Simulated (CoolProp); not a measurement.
Saturation properties of n-dodecane.

The numbers come from the reference Helmholtz-energy equation of state, Lemmon 2004 in CoolProp. It is a short technical equation, of lower accuracy than the large ones.

```
T (K)  p (bar)  enthalpy of vaporisation (kJ/kg)  vapour viscosity (µPa s)  liquid conductivity (mW/(m K))
-----  -------  --------------------------------  ------------------------  ------------------------------
473.9   0.6896                             265.7                      7.17                            98.1
487.7   0.9719                             257.2                      7.38                            95.4
501.5    1.339                             248.4                      7.60                            92.8
515.2    1.802                             239.2                      7.81                            90.1
529      2.387                             229.3                      8.03                            87.5
542.8    3.110                             218.8                      8.26                            84.9
556.6    3.991                             207.4                      8.50                            82.3
570.4    5.055                             195.0                      8.75                            79.8
584.1    6.315                             181.5                      9.03                            77.3
597.9    7.820                             166.3                      9.36                            74.9
611.7    9.593                             148.9                      9.75                            72.6
```

It boils at 489.4 K under 1 atm.

Viscosity comes from a separate model (Huber 2004). Thermal conductivity comes from a separate model (Huber 2004).
